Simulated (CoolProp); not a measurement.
Properties of fluorine along the isobar 1.01 bar.

The numbers come from the reference Helmholtz-energy equation of state, de Reuck 1990 in CoolProp.

```tsv
T (K)	phase	cp (kJ/(kg K))	speed of sound (m/s)
101.8	gas	0.7970	174.7
126.6	gas	0.7816	195.9
151.4	gas	0.7774	214.6
176.1	gas	0.7791	231.4
200.9	gas	0.7846	246.9
225.7	gas	0.7930	261.2
250.5	gas	0.8031	274.5
275.2	gas	0.8141	287.0
300	gas	0.8256	299.0
```
